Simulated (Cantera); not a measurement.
Mixture: CH4 : O2 : N2 = 1 : 3.57 : 11.4 (molar parts), at 3750 Torr, adiabatic and at constant volume. Ignition delay is the time to a rise of 400 K.

Detailed kinetics in Cantera: GRI-Mech 3.0 (53 species, 325 reactions).

Q: What does this change do: constant pressure in place of constant volume?

A: 
| quantity | before | after |
|---|---|---|
| delay at 1073 K | 37.7 ms | 38.8 ms |
| delay at 1173 K | 9.02 ms | 9.35 ms |
| delay at 1273 K | 2.52 ms | 2.64 ms |
| delay at 1373 K | 0.804 ms | 0.844 ms |
| delay at 1473 K | 0.289 ms | 0.304 ms |
| delay at 1573 K | 0.117 ms | 0.124 ms |
| delay at 1673 K | 53.0 µs | 56.2 µs |
| apparent activation energy between 1473 and 1673 K | 170 kJ/mol | 170 kJ/mol |

Q: What does this change do: pressure from 3750 Torr to 7500 Torr?

A: 
```tsv
quantity	before	after
delay at 1073 K	37.7 ms	18.1 ms
delay at 1173 K	9.02 ms	4.38 ms
delay at 1273 K	2.52 ms	1.28 ms
delay at 1373 K	0.804 ms	0.428 ms
delay at 1473 K	0.289 ms	0.160 ms
delay at 1573 K	0.117 ms	66.1 µs
delay at 1673 K	53.0 µs	30.1 µs
apparent activation energy between 1473 and 1673 K	170 kJ/mol	170 kJ/mol
```
